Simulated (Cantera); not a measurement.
Input: 1 mol Si, 3.3 mol HCl, 4.1 mol H₂, equilibrated at 1 atm.

These are equilibrium values from Cantera (NASA tables, ideal gas, pure condensed phases), not measurements of a reactor. Candidate condensed phases: Si; 19 gas species. The numbers say what is thermodynamically allowed, not how fast it happens. All values below are at 725 K.

Base state: H₂ 0.858, SiCl₄ 0.0856, SiHCl₃ 0.0539, SiH₂Cl₂ 0.00237, HCl 0.000420, SiH₃Cl 2.27e-5 (mole fractions); condensed: Si(s).

What changes in the equilibrium state with this change: pressure from 1 atm to 5.90 bar?


| species | before | after |
|---|---|---|
| H₂ | 0.858 | 0.851 |
| SiHCl₃ | 0.0539 | 0.0726 |
| SiCl₄ | 0.0856 | 0.0710 |
| SiH₃Cl | 2.27e-5 | 8.04e-5 |
| SiH₂Cl₂ | 0.00237 | 0.00516 |
| HCl | 0.000420 | 0.000257 |
| Si(s), mol | 0.0805 | 0.0415 |
